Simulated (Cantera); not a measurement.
Input: 1 mol Si, 2.5 mol NF3, 0.45 mol N2, a varied amount of Cl2, at 1650 K and 1.00 bar.

These are equilibrium values from Cantera (NASA tables, ideal gas, pure condensed phases), not measurements of a reactor. Candidate condensed phases: Si, Si3N4; 24 gas species. Kinetics and transport are ignored.

Question: At 5.3 mol Cl2, list the 4 most abundant gas species with their mole fractions, and the condensed phases.

Answer: Cl2 0.320, ClF 0.299, N2 0.164, SiF4 0.0964. Condensed: gas only.
